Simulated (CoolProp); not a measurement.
Vapour-liquid equilibrium of R125 (1) + R143a (2) at 1.15 bar; x and y are mole fractions of (1).

The numbers come from the multi-fluid Helmholtz-energy mixture model, Lemmon 2005 and Lemmon and Jacobsen 2000; pair parameters Lemmon 2004 in CoolProp.

```json
[
 {"x": "0.05", "bubble temperature, mixture model (K)": "228.7", "bubble temperature, Raoult's law (K)": "228.6", "y, mixture model": "0.046", "y, Raoult's law": "0.052"},
 {"x": "0.2", "bubble temperature, mixture model (K)": "229.0", "bubble temperature, Raoult's law (K)": "228.4", "y, mixture model": "0.192", "y, Raoult's law": "0.207"},
 {"x": "0.35", "bubble temperature, mixture model (K)": "229.1", "bubble temperature, Raoult's law (K)": "228.3", "y, mixture model": "0.349", "y, Raoult's law": "0.360"},
 {"x": "0.5", "bubble temperature, mixture model (K)": "229.0", "bubble temperature, Raoult's law (K)": "228.1", "y, mixture model": "0.510", "y, Raoult's law": "0.511"},
 {"x": "0.65", "bubble temperature, mixture model (K)": "228.8", "bubble temperature, Raoult's law (K)": "228.0", "y, mixture model": "0.670", "y, Raoult's law": "0.660"},
 {"x": "0.8", "bubble temperature, mixture model (K)": "228.4", "bubble temperature, Raoult's law (K)": "227.9", "y, mixture model": "0.821", "y, Raoult's law": "0.807"},
 {"x": "0.95", "bubble temperature, mixture model (K)": "227.9", "bubble temperature, Raoult's law (K)": "227.7", "y, mixture model": "0.958", "y, Raoult's law": "0.952"}
]
```

The largest gap from Raoult's law is +0.9 K in bubble temperature, at x = 0.5. y crosses x between x = 0.35 and 0.5: the model has an azeotrope there.

Pair parameters are fitted to limited data, so mixtures are less certain than the pure fluids.
